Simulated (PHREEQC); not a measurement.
Consider water at 25 °C with 0.0091 mol/kgw HCl and 0.015 mol/kgw CuSO4. Closed to the air; pH follows from the charge balance.

Computed with PHREEQC (ion-association model, phreeqc.dat).

No solid was allowed to form.

Question: Estimate the pH.

Answer: pH 2.25.

Question: In which forms is S present?

Answer: SO4-2 55 %, CuSO4 28 %, HSO4- 17 % of the S.

Complexes and solids missing from the database can't appear.
